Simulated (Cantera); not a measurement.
Premixed flame

A freely propagating, adiabatic, planar premixed flame of CH₄ : O₂ : N₂ : H₂ = 1 : 1.54 : 5.78 : 0.41 (molar parts), equivalence ratio 1.4, unburnt at 498 K and 1.28 atm; mixture-averaged transport, grid criteria slope 0.08 and curve 0.16, no radiation.

Detailed kinetics in Cantera: GRI-Mech 3.0 (53 species, 325 reactions). Burning velocities carry a grid error of a few per cent, more on coarse grids.

```tsv
z (mm)	T (K)	u (m/s)	x CH₄	x O₂	x NO	x C₂H	x H	x OH
-1.32	499	0.522	0.114	0.176	<1e-8	<1e-8	<1e-8	<1e-8
-0.882	504	0.529	0.114	0.176	<1e-8	<1e-8	<1e-8	<1e-8
-0.661	524	0.551	0.112	0.174	4.07e-8	<1e-8	<1e-8	<1e-8
-0.441	633	0.670	0.105	0.167	4.06e-7	<1e-8	1.69e-7	1.60e-7
-0.220	1087	1.17	0.0732	0.127	4.34e-6	<1e-8	4.32e-5	9.72e-6
-0.110	1477	1.61	0.0424	0.0835	9.36e-6	1.47e-8	0.000369	9.51e-5
0	1830	2.02	0.0138	0.0369	1.74e-5	5.59e-7	0.00195	0.000565
0.110	2007	2.22	0.00273	0.0112	2.98e-5	1.57e-6	0.00400	0.00126
0.220	2064	2.29	0.000588	0.00305	4.37e-5	1.06e-6	0.00480	0.00152
0.441	2091	2.31	5.68e-5	0.000303	6.49e-5	2.46e-7	0.00467	0.00146
0.882	2103	2.32	3.36e-6	5.81e-5	8.56e-5	2.10e-8	0.00395	0.00123
1.76	2113	2.33	1.20e-7	3.24e-5	0.000101	<1e-8	0.00303	0.000957
3.53	2123	2.34	<1e-8	1.57e-5	0.000107	<1e-8	0.00210	0.000674
```
x: mole fraction of selected species; z is measured from the peak of heat release.

```json
{
 "laminar_burning_velocity": "52.0 cm/s",
 "thermal_thickness": "0.441 mm",
 "peak x(C₂H)": "1.57e-6",
 "peak x(H)": "0.00487",
 "peak x(OH)": "0.00154",
 "grid_points": "146"
}
```
